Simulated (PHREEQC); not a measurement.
Model water analysis in mg/L, 5 °C, pH 5.74, pe 9.8:

```csv
constituent,mg/L
Na,1.97
K,0.0459
Ca,1.71
Mg,0.312
Cl,1.69
S(6) as SO4,2.47
Alkalinity as HCO3,5.84
Br,0.01
N(5) as NO3,0.0955
```

Valence states are taken as typed.

Model: ion-association model, wateq4f.dat, run in PHREEQC.

Precipitation was switched off in this run.

Question: Estimate the charge-balance error.

Answer: charge-balance error 0.3 %.

Question: In which forms is C present?

Answer: CO2 85 %, HCO3- 15 % of the C.

Constants without temperature data keep their 25 °C values here.
